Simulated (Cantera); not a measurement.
A closed system holds: 1 mol acetone, 0.066 mol O2, 48 mol H2, at 0.133 bar.

These are equilibrium values from Cantera (NASA tables, ideal gas, pure condensed phases), not measurements of a reactor. Candidate condensed phases: C, C6H6, C7H8, C8H18, H2O; 110 gas species. The feed counts by its element totals alone. Kinetics and transport are ignored.

x: gas mole fraction; n: condensed amount in mol.

```tsv
T (°C)	x H2	x H	x CO	x C2H2 (acetylene)	n C(graphite)
1900	0.963	0.0130	0.0216	0.00213	1.64
2000	0.952	0.0225	0.0215	0.00359	1.49
2100	0.936	0.0370	0.0213	0.00576	1.25
2200	0.912	0.0583	0.0211	0.00879	0.909
2300	0.878	0.0882	0.0208	0.0128	0.436
2400	0.835	0.128	0.0203	0.0161	0
2500	0.784	(withheld)	0.0198	0.0154	0
2600	(withheld)	(withheld)	0.0190	0.0144	0
2700	0.647	0.320	0.0182	0.0130	0
2800	0.564	0.404	0.0173	0.0111	0
```

Question: Some entries are withheld; supply them.

Answer: 
- 2500, x H: 0.180
- 2600, x H2: 0.721
- 2600, x H: 0.244
